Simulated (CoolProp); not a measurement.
Dry air along the isobar 15.9 MPa: Z from the reference equation and from simpler models built on Tc = 132.5 K, pc = 3.786 MPa, ω = 0.034; each cubic takes its own stable root.

The numbers come from the reference Helmholtz-energy equation of state, Lemmon 2000 in CoolProp. It is a pseudo-pure fit of the blend.

```tsv
T (K)	phase	reference	van der Waals	Soave-Redlich-Kwong	Peng-Robinson
68.3	liquid	0.8553	1.195	0.8310	0.7410
89.1	liquid	[?]	0.9765	0.6934	0.6174
109.9	liquid	[?]	0.8535	0.6285	0.5603
130.7	liquid	0.6166	0.7851	0.6140	0.5508
151.5	supercritical	0.6336	0.7555	[?]	0.5887
172.3	supercritical	0.6972	0.7576	0.7241	0.6692
193.1	supercritical	0.7842	0.7851	0.8134	0.7602
213.9	supercritical	0.8602	0.8261	0.8868	0.8354
234.7	supercritical	0.9167	0.8678	0.9405	0.8913
255.5	supercritical	0.9574	0.9038	0.9786	0.9321
276.3	supercritical	0.9868	0.9328	1.006	0.9622
297.1	supercritical	1.008	0.9557	1.025	0.9845
317.9	supercritical	1.024	0.9737	1.040	1.001
338.7	supercritical	1.036	0.9879	1.050	1.014
```

Problem. Complete the blanks.

Solution. 
- 89.1, reference: 0.7154
- 109.9, reference: 0.6432
- 151.5, Soave-Redlich-Kwong: 0.6474
